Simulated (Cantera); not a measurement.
Cantera run:

```python
import numpy as np
import cantera as ct

gas_names = [...]  # 91 gases of nasa_gas.yaml made of C, Cl, H
cond_names = """
    C(gr) C6H6(L) C7H8(L) C8H18(L),n-octa
""".split()


# ... load() reads the species with a 1 bar reference pressure and builds the phases ...
atoms = {
    'CCl4': {'C': 1, 'CL': 4},
    'CH4': {'C': 1, 'H': 4},
}
top_T = {'C(gr)': 4500}  # K; cautious upper limits of use, not melting points


# ... equilibrate(T, P, feed) seeds the gas with the atoms and calls Mixture.equilibrate('TP', solver="vcs", rtol=1e-11, max_steps=5000) ...
results = []
feed = {'CCl4': 1, 'CH4': 0.022}  # mol
P = 1333.22  # Pa
for T in [2473, 2548, 2623, 2698, 2773, 2848, 2923, 2998, 3073, 3148, 3223, 3298]:
    mix = equilibrate(T, P, feed)
    results.append((T, P, feed, dict(zip(mix.species_names, mix.species_moles))))

top = {s: max(r[3][s] / sum(r[3][g] for g in gas_names) for r in results) for s in gas_names}
cols = sorted((s for s in top if top[s] > 1e-05), key=lambda s: -top[s])[:5]
seen = [c for c in cond_names if any(r[3].get(c, 0) > 1e-12 for r in results)]
print("log10 of partial pressures in bar; condensed amounts in mol")
print(f"{'T/K':>10s}" + "".join(f"{s[:9]:>10s}" for s in cols + seen))
for T, P, feed, n in results:
    ng = sum(n[g] for g in gas_names)
    print(f"{T:10.4g}" + "".join(f"{np.log10(max(n[s] / ng * P / 1e5, 1e-99)):10.3f}" for s in cols)
          + "".join(f"{n.get(c, 0):10.4g}" for c in seen))
```

Result:

```
log10 of partial pressures in bar; condensed amounts in mol
       T/K        CL        C3         C       HCL         H     C(gr)
      2473    -1.885    -6.488    -6.942    -3.544    -5.112     1.022
      2548    -1.885    -5.986    -6.498    -3.555    -4.842     1.021
      2623    -1.885    -5.513    -6.079    -3.574    -4.595     1.019
      2698    -1.885    -5.067    -5.684    -3.604    -4.374     1.013
      2773    -1.886    -4.646    -5.311    -3.651    -4.182     0.998
      2848    -1.887    -4.249    -4.957    -3.717    -4.022    0.9621
      2923    -1.890    -3.872    -4.622    -3.807    -3.895    0.8784
      2998    -1.898    -3.515    -4.303    -3.924    -3.801    0.6888
      3073    -1.913    -3.176    -4.001    -4.073    -3.742     0.264
      3148    -1.924    -3.066    -3.783    -4.226    -3.700         0
      3223    -1.926    -3.087    -3.618    -4.371    -3.666         0
      3298    -1.929    -3.116    -3.463    -4.519    -3.644         0
```

Cantera equilibrium calculation (NASA polynomials, part measured and part estimated; ideal gas, pure solids and liquids). The tables' values for CCl are old estimates; treat these amounts as uncertain.
